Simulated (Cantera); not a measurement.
**Hydrogen reduction and annealing atmospheres: V₂O₅ + H₂ + H₂O**

Feed: 1 mol V₂O₅, a varied amount of H₂, 0.45 mol H₂O, at 21000 Pa.

Cantera equilibrium calculation (NASA polynomials, part measured and part estimated; ideal gas, pure solids and liquids). Candidate condensed phases: H₂O, V, VO, V₂O₃, V₂O₄, V₂O₅; 12 gas species. Mutual solubility and eutectic melting of coexisting phases are not modelled. VO: taken at fixed stoichiometry. Condensed phases not in the tables: the oxides between V₂O₃ and V₂O₅ other than VO₂. Kinetics and transport are ignored.

**Question.** Map the stable condensed phases over T = 800, 950, 1100, 1250, 1400, 1550, 1700, 1850, 2000 K and n(H₂) in mol = 31, 44, 62, 88, 130, 180, 250, 360, 510, 730, 1000.

**Answer.** 
```
T in K \ n(H₂) in mol
           31   44   62   88  130  180  250  360  510  730 1000
   2000     A    A    A    B    C    C    C    C    C    C    C
   1850     A    A    A    A    A    B    C    C    C    C    C
   1700     A    A    A    A    A    A    A    C    C    C    C
   1550     A    A    A    A    A    A    A    A    A    C    C
   1400     A    A    A    A    A    A    A    A    A    A    A
   1250     A    A    A    A    A    A    A    A    A    A    A
   1100     A    A    A    A    A    A    A    A    A    A    A
    950     A    A    A    A    A    A    A    A    A    A    A
    800     A    A    A    A    A    A    A    A    A    A    A
```
A: V₂O₃; B: VO + V₂O₃; C: VO.
